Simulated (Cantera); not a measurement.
A perfectly stirred reactor is fed with CH₄ : C₂H₆ : O₂ : N₂ = 1 : 1.1 : 9 : 33.8 (molar parts), at 9.18 atm; it is adiabatic with a 500 K inlet, and is followed from long to short residence time, starting on the burning branch (τ in s: 0.025, 0.012, 0.0056, 0.0026, 0.0012, 0.00058, 0.00027, 0.00013, 6e-05, 2.8e-05, 1.3e-05).

Cantera simulation using GRI-Mech 3.0 (53 species, 325 reactions); the numbers are that mechanism's predictions, not measurements.

**Question.** What does this change do: pressure from 9.18 atm to 0.987 atm?

**Answer.** 
| quantity | before | after |
|---|---|---|
| blow-out, bracketed by the residence times tried | burning at 60.0 µs, out at 28.0 µs | burning at 0.130 ms, out at 60.0 µs |
| x(CH₄) at τ = 25.0 ms | 2.79e-6 | 5.62e-6 |
| x(C₂H₆) at τ = 25.0 ms | 5.35e-7 | 1.37e-6 |
| x(O₂) at τ = 25.0 ms | 0.0692 | 0.0692 |
| x(CH₂) at τ = 25.0 ms | 1.73e-8 | 1.12e-7 |
| x(NO) at τ = 25.0 ms | 4.92e-5 | 5.40e-5 |
| x(CH₄) at τ = 0.580 ms | 4.06e-5 | 8.50e-5 |
| x(C₂H₆) at τ = 0.580 ms | 1.06e-5 | 2.30e-5 |
| x(O₂) at τ = 0.580 ms | 0.0704 | 0.0733 |
| x(CH₂) at τ = 0.580 ms | 5.05e-7 | 1.81e-6 |
| x(NO) at τ = 0.580 ms | 1.58e-5 | 1.34e-5 |
